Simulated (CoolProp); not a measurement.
A closed Brayton cycle with carbon dioxide: compressor inlet 327.15 K and 8.4 MPa, high pressure 22.1 MPa, turbine inlet 625 K, compressor efficiency 0.8, turbine efficiency 0.93, recuperator effectiveness 0.95 (on enthalpy, no pinch check). Each further row changes one setting.

Computed with CoolProp (reference Helmholtz-energy equation of state, Span 1996).

| case | thermal efficiency (%) | net work (kJ/kg) | compressor to turbine work | compressor exit (K) | turbine exit (K) |
|---|---|---|---|---|---|
| as stated | 23.3 | 40.2 | 0.57 | 410.5 | 522.8 |
| turbine inlet 575 K | 18.7 | 29.9 | 0.64 | 410.5 | 476.9 |
| compressor inlet 337.15 K | 20.7 | 33.7 | 0.64 | 426.6 | 522.8 |
| high pressure 18.8 MPa | 23.9 | 36.6 | 0.54 | 396.1 | 539.6 |
| recuperator effectiveness 0.5 | 17.4 | 40.2 | 0.57 | 410.5 | 522.8 |
